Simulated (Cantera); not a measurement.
**Thermodynamics of metals in furnace atmospheres, feed Fe + O2 + H2**

Input: 1 mol Fe, 0.013 mol O2, 18 mol H2, equilibrated at 5.40 bar.

Equilibrium computed with Cantera from the NASA thermochemical tables; the gas is ideal and each condensed phase is pure. Candidate condensed phases: Fe, FeO, Fe(OH)2, Fe(OH)3, Fe2O3, Fe3O4, H2O; 12 gas species. Equilibrium is a limit: real reactors are often held back by kinetics, nucleation or transport.

```json
[
 {"T (°C)": "877", "x H2": "0.999", "x H2O": "0.00144", "x H": "3.21e-8", "x Fe": "1.59e-12", "x OH": "<1e-12", "n Fe(α)": "1.00", "n Fe(γ)": "0", "n Fe(δ)": "0"},
 {"T (°C)": "927", "x H2": "0.999", "x H2O": "0.00144", "x H": "8.49e-8", "x Fe": "9.19e-12", "x OH": "<1e-12", "n Fe(α)": "0", "n Fe(γ)": "1.00", "n Fe(δ)": "0"},
 {"T (°C)": "977", "x H2": "0.999", "x H2O": "0.00144", "x H": "2.08e-7", "x Fe": "4.59e-11", "x OH": "3.10e-12", "n Fe(α)": "0", "n Fe(γ)": "1.00", "n Fe(δ)": "0"},
 {"T (°C)": "1027", "x H2": "0.999", "x H2O": "0.00144", "x H": "4.76e-7", "x Fe": "2.02e-10", "x OH": "8.99e-12", "n Fe(α)": "0", "n Fe(γ)": "1.00", "n Fe(δ)": "0"},
 {"T (°C)": "1077", "x H2": "0.999", "x H2O": "0.00144", "x H": "1.02e-6", "x Fe": "7.96e-10", "x OH": "2.41e-11", "n Fe(α)": "0", "n Fe(γ)": "1.00", "n Fe(δ)": "0"},
 {"T (°C)": "1127", "x H2": "0.999", "x H2O": "0.00144", "x H": "2.09e-6", "x Fe": "2.84e-9", "x OH": "6.01e-11", "n Fe(α)": "0", "n Fe(γ)": "1.00", "n Fe(δ)": "0"},
 {"T (°C)": "1177", "x H2": "0.999", "x H2O": "0.00144", "x H": "4.07e-6", "x Fe": "9.24e-9", "x OH": "1.41e-10", "n Fe(α)": "0", "n Fe(γ)": "1.00", "n Fe(δ)": "0"},
 {"T (°C)": "1227", "x H2": "0.999", "x H2O": "0.00144", "x H": "7.57e-6", "x Fe": "2.78e-8", "x OH": "3.13e-10", "n Fe(α)": "0", "n Fe(γ)": "1.000", "n Fe(δ)": "0"},
 {"T (°C)": "1277", "x H2": "0.999", "x H2O": "0.00144", "x H": "1.35e-5", "x Fe": "7.76e-8", "x OH": "6.59e-10", "n Fe(α)": "0", "n Fe(γ)": "1.000", "n Fe(δ)": "0"},
 {"T (°C)": "1327", "x H2": "0.999", "x H2O": "0.00144", "x H": "2.34e-5", "x Fe": "2.03e-7", "x OH": "1.32e-9", "n Fe(α)": "0", "n Fe(γ)": "1.000", "n Fe(δ)": "0"},
 {"T (°C)": "1377", "x H2": "0.999", "x H2O": "0.00144", "x H": "3.91e-5", "x Fe": "5.00e-7", "x OH": "2.55e-9", "n Fe(α)": "0", "n Fe(γ)": "1.000", "n Fe(δ)": "0"},
 {"T (°C)": "1427", "x H2": "0.998", "x H2O": "0.00144", "x H": "6.34e-5", "x Fe": "1.17e-6", "x OH": "4.74e-9", "n Fe(α)": "0", "n Fe(γ)": "0", "n Fe(δ)": "1.000"},
 {"T (°C)": "1477", "x H2": "0.998", "x H2O": "0.00144", "x H": "0.000100", "x Fe": "2.58e-6", "x OH": "8.48e-9", "n Fe(α)": "0", "n Fe(γ)": "0", "n Fe(δ)": "1.000"},
 {"T (°C)": "1527", "x H2": "0.998", "x H2O": "0.00144", "x H": "0.000154", "x Fe": "5.46e-6", "x OH": "1.47e-8", "n Fe(α)": "0", "n Fe(γ)": "0", "n Fe(δ)": "1.000"}
]
```
x: gas mole fraction; n: condensed amount in mol.

At 877 °C the condensed part is Fe(α). From 927 °C to 1377 °C the condensed part is Fe(γ). From 1427 °C to 1527 °C the condensed part is Fe(δ).
